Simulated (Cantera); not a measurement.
Input: 1 mol SiH4, 1.1 mol N2, 23 mol H2, at 1850 K.

Method: chemical equilibrium by Gibbs-energy minimisation in Cantera with the NASA 1993 tables (ideal gas, pure condensed phases). Candidate condensed phases: Si, Si3N4; 18 gas species. Mutual solubility and eutectic melting of coexisting phases are not modelled. Gases not in the tables: Si2H6 and higher silanes. The numbers say what is thermodynamically allowed, not how fast it happens.

Question: At 100000 Pa, list the 4 most abundant gas species with their mole fractions, and the condensed phases.

Answer: H2 0.980, N2 0.0195, H 0.000533, SiH2 4.13e-5. Condensed: Si(l) + Si3N4(s).
